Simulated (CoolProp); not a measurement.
Vapour-liquid equilibrium of cyclohexane (1) + p-xylene (2) at 343.1 K; x and y are mole fractions of (1).

Model: multi-fluid Helmholtz-energy mixture model, Zhou 2014 and Zhou 2012; pair parameters Bell 2016, in CoolProp.

```csv
x,"bubble pressure, mixture model (MPa)","bubble pressure, Raoult's law (MPa)","y, mixture model","y, Raoult's law"
0.05,0.01487,0.01359,0.327,0.267
0.125,___,0.01823,0.557,0.497
0.2,0.02661,0.02288,0.677,0.633
0.275,0.03180,0.02753,0.751,0.724
0.35,0.03662,0.03217,0.802,0.788
0.425,0.04113,0.03682,0.840,0.836
0.5,0.04541,0.04147,0.870,0.874
0.575,___,0.04612,0.896,0.903
0.65,0.05351,0.05076,0.917,0.928
0.725,0.05746,0.05541,0.937,0.948
0.8,0.06142,0.06006,0.955,0.965
0.875,0.06545,0.06470,0.972,0.980
0.95,0.06959,0.06935,___,0.992
```

Q: Complete the blanks.

A: 
- 0.125, bubble pressure, mixture model (MPa): 0.02099
- 0.575, bubble pressure, mixture model (MPa): 0.04952
- 0.95, y, mixture model: 0.989

The largest gap from Raoult's law is +16.3 % in bubble pressure, at x = 0.2. No azeotrope shows between x = 0.05 and 0.95.

The pair parameters rest on a limited set of measurements; away from them the model extrapolates.
